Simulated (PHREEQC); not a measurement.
3.9 g of hydrous ferric oxide (600 m²/g; 0.2 weak and 0.005 strong sites per Fe, Dzombak-Morel constants, diffuse double layer) in 1 kg of water with 0.05 mol/kgw of an inert sodium salt and 0.23 mmol/kgw NaF, 0.0088 mmol/kgw ZnCl2 and 0.013 mmol/kgw Na2HAsO4, at 25 °C; the pH is set by adding NaOH or the inert anion's acid. O2 is buffered at 0.21 atm. The system is closed to CO2. Precipitation was switched off in this run.

All values are PHREEQC results (ion-association model, wateq4f.dat), not measurements.

```json
[
 {"pH": "4", "F sorbed (%)": "98.7", "Zn sorbed (%)": "0.4", "As sorbed (%)": "100.0", "surface charge σ (C/m²)": "0.289", "surface potential ψ (mV)": "157"},
 {"pH": "4.67", "F sorbed (%)": "98.1", "Zn sorbed (%)": "6.8", "As sorbed (%)": "100.0", "surface charge σ (C/m²)": "0.215", "surface potential ψ (mV)": "142"},
 {"pH": "6", "F sorbed (%)": "91.1", "Zn sorbed (%)": "94.0", "As sorbed (%)": "100.0", "surface charge σ (C/m²)": "0.086", "surface potential ψ (mV)": "97"},
 {"pH": "6.67", "F sorbed (%)": "77.5", "Zn sorbed (%)": "99.6", "As sorbed (%)": "100.0", "surface charge σ (C/m²)": "0.047", "surface potential ψ (mV)": "69"},
 {"pH": "7.33", "F sorbed (%)": "50.9", "Zn sorbed (%)": "100.0", "As sorbed (%)": "100.0", "surface charge σ (C/m²)": "0.021", "surface potential ψ (mV)": "38"},
 {"pH": "8.67", "F sorbed (%)": "6.9", "Zn sorbed (%)": "100.0", "As sorbed (%)": "100.0", "surface charge σ (C/m²)": "-0.016", "surface potential ψ (mV)": "-29"},
 {"pH": "9.33", "F sorbed (%)": "2.0", "Zn sorbed (%)": "100.0", "As sorbed (%)": "99.8", "surface charge σ (C/m²)": "-0.039", "surface potential ψ (mV)": "-61"},
 {"pH": "10", "F sorbed (%)": "0.6", "Zn sorbed (%)": "100.0", "As sorbed (%)": "98.3", "surface charge σ (C/m²)": "-0.075", "surface potential ψ (mV)": "-90"},
 {"pH": "11.33", "F sorbed (%)": "0.1", "Zn sorbed (%)": "100.0", "As sorbed (%)": "60.2", "surface charge σ (C/m²)": "-0.198", "surface potential ψ (mV)": "-137"},
 {"pH": "12", "F sorbed (%)": "0.0", "Zn sorbed (%)": "100.0", "As sorbed (%)": "17.6", "surface charge σ (C/m²)": "-0.283", "surface potential ψ (mV)": "-151"}
]
```

Complexes and solids missing from the database can't appear. The database has no arsenate complexes of Zn.
